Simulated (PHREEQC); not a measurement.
A made-up water analysis in mg/kgw, 25 °C, pH 6.84, pe 2.8: Na 1460; K 359; Ca 364; Mg 35.8; Cl 2140; S(6) as SO4 1540; Alkalinity as HCO3 0.00235; N(-3) as NH4 0.69; B 0.125.

Cl is adjusted to close the charge balance.
Valence states are taken as typed.

All values are PHREEQC results (ion-association model, phreeqc.dat), not measurements.

Task: The ionic strength comes out as 0.107 mol/kgw. What activity coefficients do Na+, NH4SO4-, Cl-, Ca+2, NH4+ get?

Result: Na+ 0.78, NH4SO4- 0.78, Cl- 0.76, Ca+2 0.38, NH4+ 0.74.

This is a speciation only: nothing precipitates in the calculation. Species that the database lacks are ignored.
